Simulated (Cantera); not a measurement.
Feed: 1 mol Si, 9.8 mol HCl, 0.4 mol H2, equilibrated at 475 °C and 113 Torr.

Cantera equilibrium calculation (NASA polynomials, part measured and part estimated; ideal gas, pure solids and liquids). Candidate condensed phases: Si; 19 gas species. Rates play no part.

Base state: HCl 0.630, H2 0.261, SiCl4 0.109, SiHCl3 1.98e-5 (mole fractions); condensed: gas only.

What changes in the equilibrium state with this change: temperature from 475 °C to 1127 °C?


| species | before | after |
|---|---|---|
| HCl | 0.630 | 0.644 |
| H2 | 0.261 | 0.248 |
| SiCl4 | 0.109 | 0.0930 |
| SiCl2 | <1e-9 | 0.00354 |
| SiCl3 | 2.25e-8 | 0.00880 |
| Cl | <1e-9 | 1.34e-5 |
| SiH2Cl2 | <1e-9 | 1.04e-5 |
The tables' values for SiCl3 are old estimates; treat these amounts as uncertain.
